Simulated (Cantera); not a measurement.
A Cantera script and its output.

```python
import numpy as np
import cantera as ct

gas = ct.Solution("gri30.yaml")
gas.TPX = 1525, 13332, {'C2H6': 1, 'H2': 3.5}
inlet = ct.Reservoir(gas, clone=True)

reactor = ct.IdealGasConstPressureReactor(gas, energy="off", clone=False)
exhaust = ct.Reservoir(gas, clone=True)
tau = [11, 3, 0.8, 0.21, 0.057, 0.015, 0.004, 0.0011][0]
for a, b in ((inlet, reactor), (reactor, exhaust)):
    ct.MassFlowController(a, b, mdot=lambda t: reactor.mass / tau)
net = ct.ReactorNet([reactor])
show = ['C2H6', 'H2', 'C2H4', 'C2H', 'H', 'C2H2', 'CH2']

rows = []
print(f"{'tau/s':>10s}{'T/K':>9s}" + "".join(f"{s:>11s}" for s in show))
for tau in [11, 3, 0.8, 0.21, 0.057, 0.015, 0.004, 0.0011]:
    net.initial_time = 0.0
    net.advance(30 * tau)
    before = gas.X
    net.advance(40 * tau)
    drift = np.max(np.abs(gas.X - before) / (gas.X + 1e-9))
    rows.append([gas.T, *gas[show].X, drift])
    print(f"{tau:10.3e}{gas.T:9.1f}" + "".join(f"{x:11.3e}" for x in gas[show].X))
```

It prints:

```
     tau/s      T/K       C2H6         H2       C2H4        C2H          H       C2H2        CH2
 1.100e+01   1525.0  2.081e-05  8.153e-01  3.409e-03  2.522e-08  6.955e-05  1.349e-01  5.641e-09
 3.000e+00   1525.0  5.777e-05  8.075e-01  3.620e-03  3.032e-08  8.556e-05  1.306e-01  1.069e-08
 8.000e-01   1525.0  1.598e-04  8.016e-01  4.410e-03  4.055e-08  1.170e-04  1.268e-01  2.265e-08
 2.100e-01   1525.0  4.420e-04  7.953e-01  6.576e-03  5.567e-08  1.661e-04  1.217e-01  5.030e-08
 5.700e-02   1525.0  1.213e-03  7.863e-01  1.185e-02  7.177e-08  2.290e-04  1.124e-01  1.076e-07
 1.500e-02   1525.0  3.506e-03  7.733e-01  2.409e-02  8.258e-08  3.069e-04  9.497e-02  2.245e-07
 4.000e-03   1525.0  1.024e-02  7.582e-01  4.557e-02  7.606e-08  3.939e-04  6.681e-02  4.478e-07
 1.100e-03   1525.0  2.904e-02  7.470e-01  6.693e-02  4.737e-08  4.725e-04  3.418e-02  8.519e-07
```

Model: GRI-Mech 3.0 (53 species, 325 reactions), integrated in Cantera. GRI-Mech 3.0 stops at C3 and has no aromatics, soot or wall deposition, so with more carbon than oxygen in the feed, carbon stays in small species such as C2H2 where larger ones or solid carbon would form.
